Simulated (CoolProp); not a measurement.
n-hexane at 298.15 K and 4.65 MPa is throttled through a valve to 2.29 MPa with no heat exchange. Each further row changes one setting.

Computed with CoolProp (reference Helmholtz-energy equation of state, Thol 2019).

```
case                       temperature change (K)  final density (kg/m³)
-------------------------  ----------------------  ---------------------
as stated                                    +0.9                    656
outlet pressure 0.687 MPa                     [?]                    654
outlet pressure 2.98 MPa                      [?]                    [?]
```

Problem. Some entries are withheld; supply them.

Solution. 
- outlet pressure 0.687 MPa, temperature change (K): +1.6
- outlet pressure 2.98 MPa, temperature change (K): +0.7
- outlet pressure 2.98 MPa, final density (kg/m³): 657
